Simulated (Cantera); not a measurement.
An adiabatic, constant-volume homogeneous reactor starts with 2.57 % CH4, 3.09 % H2, 11.9 % O2, 75.2 % N2, 7.21 % CO2, equivalence ratio 0.56, at 1575 K and 698 Torr.

Computed with Cantera and GRI-Mech 3.0 (53 species, 325 reactions).

Task: Predict: time of steepest temperature rise; temperature at 0.400 s; equilibrium temperature; x(H2) at 0.400 s; x(O2) at 0.400 s; x(N2O) at 0.400 s; x(CO2) at 0.400 s; x(NO) at 0.400 s.

Result: 
| Item | Result |
|---|---|
| time of steepest temperature rise | 97.3 µs |
| temperature at 0.400 s | 2365 K |
| equilibrium temperature | 2365 K |
| x(H2) at 0.400 s | 0.000904 (gas-phase equilibrium 0.000904) |
| x(O2) at 0.400 s | 0.0503 (gas-phase equilibrium 0.0503) |
| x(N2O) at 0.400 s | 5.49e-7 (gas-phase equilibrium 5.49e-7) |
| x(CO2) at 0.400 s | 0.0927 (gas-phase equilibrium 0.0927) |
| x(NO) at 0.400 s | 0.00860 (gas-phase equilibrium 0.00860) |
